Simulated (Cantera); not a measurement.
Standard-state values (1 bar) from the NASA 1993 polynomials, evaluated with Cantera. Values are per mole of reaction as written; species without (g) are pure solids or liquids, kept so even where they would boil at 1 bar.

2 HBr(g) ⇌ Br2(g) + 2 H(g)

```csv
T (K),ΔH° (kJ),ΔS° (J/K),ΔG° (kJ),log10 K
300,(withheld),(withheld),(withheld),(withheld)
1298,556.4,103.5,422.1,-16.99
1448,558.1,104.7,406.5,-14.66
1598,559.6,105.7,390.7,-12.77
1748,561.1,106.6,374.8,-11.20
1898,(withheld),(withheld),(withheld),(withheld)
2048,563.7,108.0,342.6,-8.74
2198,565.0,108.6,326.3,-7.76
2348,(withheld),(withheld),(withheld),(withheld)
2498,567.4,109.6,293.6,-6.14
2648,568.7,110.1,277.1,-5.47
```

Question: What belongs in the gaps?

Answer: 
- 300, ΔH° (kJ): 539.8
- 300, ΔS° (J/K): 77.6
- 300, ΔG° (kJ): 516.5
- 300, log10 K: -89.94
- 1898, ΔH° (kJ): 562.4
- 1898, ΔS° (J/K): 107.3
- 1898, ΔG° (kJ): 358.7
- 1898, log10 K: -9.87
- 2348, ΔH° (kJ): 566.2
- 2348, ΔS° (J/K): 109.1
- 2348, ΔG° (kJ): 310.0
- 2348, log10 K: -6.90
